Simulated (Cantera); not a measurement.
A Cantera script and its output.

```python
import numpy as np
import cantera as ct

gas = ct.Solution("gri30.yaml")
gas.TPX = 1650, 22000, {'H2': 1, 'O2': 0.82, 'N2': 3.08}
reactor = ct.IdealGasConstPressureReactor(gas, energy="on", clone=False)
net = ct.ReactorNet([reactor])
net.rtol, net.atol = 1e-08, 1e-16
show = ['H2', 'O2', 'H2O', 'NO2', 'H2O2', 'NO']
times = np.geomspace(1e-06, 0.1, 11)

steps = ct.SolutionArray(gas, extra=["t"])
rows = []
print(f"{'t/s':>10s}{'T/K':>9s}{'P/Pa':>11s}" + "".join(f"{s:>11s}" for s in show))
for t in times:
    while net.time < t:
        t_next = net.step()
        steps.append(gas.state, t=t_next)
    rows.append([np.interp(t, steps.t, y) for y in (steps.T, steps.P, *steps(*show).X.T)])
    print(f"{t:10.3e}{rows[-1][0]:9.1f}{rows[-1][1]:11.4g}" + "".join(f"{x:11.3e}" for x in rows[-1][2:]))
rate = np.gradient(steps.T, steps.t)
print("integrator steps:", len(steps.t))
if steps.T.max() > steps.T[0] + 200:
    print(f"time of steepest temperature rise: {steps.t[rate.argmax()]:.4e} s")
gas.TPX = 1650, 22000, {'H2': 1, 'O2': 0.82, 'N2': 3.08}
gas.equilibrate("HP")
print(f"equilibrium (HP): T = {gas.T:.1f} K  " + "  ".join(f"{s} {gas[s].X[0]:.3e}" for s in show))
```

Output:

```
       t/s      T/K       P/Pa         H2         O2        H2O        NO2       H2O2         NO
 1.000e-06   1650.0    2.2e+04  2.041e-01  1.673e-01  1.588e-08  2.813e-23  6.027e-10  1.103e-16
 3.162e-06   1650.0    2.2e+04  2.041e-01  1.673e-01  3.778e-07  6.590e-21  5.389e-09  3.074e-15
 1.000e-05   1650.0    2.2e+04  2.041e-01  1.673e-01  1.369e-05  2.263e-18  3.938e-08  1.316e-13
 3.162e-05   1657.3    2.2e+04  1.776e-01  1.552e-01  1.775e-02  6.222e-14  9.240e-08  3.188e-09
 1.000e-04   1813.2    2.2e+04  3.001e-02  7.419e-02  1.299e-01  3.352e-10  2.860e-07  1.035e-05
 3.162e-04   2062.8    2.2e+04  2.900e-02  7.059e-02  1.429e-01  1.643e-09  1.260e-07  4.514e-05
 1.000e-03   2391.9    2.2e+04  2.349e-02  6.732e-02  1.635e-01  2.164e-08  7.900e-08  2.751e-04
 3.162e-03   2616.5    2.2e+04  1.677e-02  6.534e-02  1.812e-01  4.650e-07  1.858e-07  2.385e-03
 1.000e-02   2622.0    2.2e+04  1.642e-02  6.273e-02  1.827e-01  1.713e-06  1.938e-07  8.528e-03
 3.162e-02   2618.2    2.2e+04  1.642e-02  6.059e-02  1.832e-01  2.700e-06  1.900e-07  1.359e-02
 1.000e-01   2618.0    2.2e+04  1.642e-02  6.045e-02  1.832e-01  2.765e-06  1.898e-07  1.393e-02
integrator steps: 1193
time of steepest temperature rise: 3.7569e-05 s
equilibrium (HP): T = 2618.0 K  H2 1.642e-02  O2 6.045e-02  H2O 1.832e-01  NO2 2.765e-06  H2O2 1.898e-07  NO 1.393e-02
```

Computed with Cantera and GRI-Mech 3.0 (53 species, 325 reactions).
